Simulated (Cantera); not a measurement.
A closed system holds: 1 mol SiCl₄, 0.75 mol Cl₂, 8.3 mol H₂, at 377 °C and 1 atm.

Method: chemical equilibrium by Gibbs-energy minimisation in Cantera with the NASA 1993 tables (ideal gas, pure condensed phases). Candidate condensed phases: Si; 19 gas species. Equilibrium is a limit: real reactors are often held back by kinetics, nucleation or transport.

Base state: H₂ 0.751, HCl 0.149, SiCl₄ 0.0995, SiHCl₃ 4.07e-5 (mole fractions); condensed: gas only.

**Question.** What changes in the equilibrium state with this change: Cl₂ from 0.75 to 1.8 mol?

**Answer.** 
```csv
species,before,after
H₂,0.751,0.586
HCl,0.149,0.324
SiCl₄,0.0995,0.0901
SiHCl₃,4.07e-5,1.32e-5
```
